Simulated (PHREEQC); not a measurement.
A solution holds 0.018 mol/kgw TMAH and 0.0002 mol/kgw Na2CO3, at 10 °C. Closed to the air; pH follows from the charge balance.

Computed with PHREEQC (ion-association model, wateq4f.dat).

Precipitation was switched off in this run.

Q: Predict the pH.

A: pH 12.73.

Species that the database lacks are ignored. (CH3)4N+ isn't in the database: it is added as a free cation with an ion size of 4 Å. At this temperature some constants are extrapolated from 25 °C, and those without enthalpy data are left unchanged.
